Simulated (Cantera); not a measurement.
# Low-pressure radical oxidation in H2/O2

An isothermal, constant-pressure homogeneous reactor starts with 0.574 % H2, 97.3 % O2, 2.14 % H2O, at 1125 K and 7.50 Torr.

Model: the H2/O2 subset of GRI-Mech 3.0, which has no nitrogen chemistry, integrated in Cantera. Radical loss at walls, strong at low pressure, is not modelled.

```
t (s)        x H2   x O2    x H2O2      x OH       x O
--------  -------  -----  --------  --------  --------
9.00e-5   0.00574  0.973    <1e-12  3.03e-11  2.98e-11
0.000262  0.00574  0.973    <1e-12  1.56e-10  1.62e-10
0.000765  0.00574  0.973    <1e-12  6.45e-10  7.47e-10
0.00223   0.00574  0.973    <1e-12   3.42e-9   4.63e-9
0.00651   0.00574  0.973  3.41e-12   8.52e-8   1.24e-7
0.0190    0.00481  0.972   1.12e-8  0.000387  0.000633
0.0553    5.78e-5  0.969   3.61e-8  0.000693   0.00374
0.161     3.24e-5  0.970   3.34e-8  0.000520   0.00210
0.470     1.06e-5  0.972   2.62e-8  0.000299  0.000688
1.37      2.15e-6  0.973   1.48e-8  0.000136  0.000141
4.00      3.74e-7  0.973   5.87e-9   5.70e-5   2.48e-5
```
x: mole fraction; the columns are a selection and need not sum to one.

Equilibrium at this temperature and pressure: H2 6.70e-10, O2 0.973, H2O2 3.15e-11, OH 2.45e-6, O 4.58e-8 (gas phase only).
